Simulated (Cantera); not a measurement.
Input: 1 mol Si, 1.3 mol N₂O, 7.6 mol H₂, at 1073.15 K and 77000 Pa.

These are equilibrium values from Cantera (NASA tables, ideal gas, pure condensed phases), not measurements of a reactor. Candidate condensed phases: H₂O, Si, SiO₂, Si₂N₂O, Si₃N₄; 35 gas species. Mutual solubility and eutectic melting of coexisting phases are not modelled. Rates play no part.

Base state: H₂ 0.877, N₂ 0.123, H₂O 8.42e-5, NH₃ 8.20e-5 (mole fractions); condensed: SiO₂(β-quartz) + Si₂N₂O(s).

Question: What changes in the equilibrium state with this change: N₂O from 1.3 to 0.23 mol?

Answer: 
| species | before | after |
|---|---|---|
| H₂ | 0.877 | 1.00 |
| N₂ | 0.123 | <1e-9 |
| H₂O | 8.42e-5 | <1e-9 |
| NH₃ | 8.20e-5 | <1e-9 |
| SiO₂(β-quartz), mol | 0.533 | 0 |
| Si₂N₂O(s), mol | 0.234 | 0.230 |
| Si(s), mol | 0 | 0.540 |
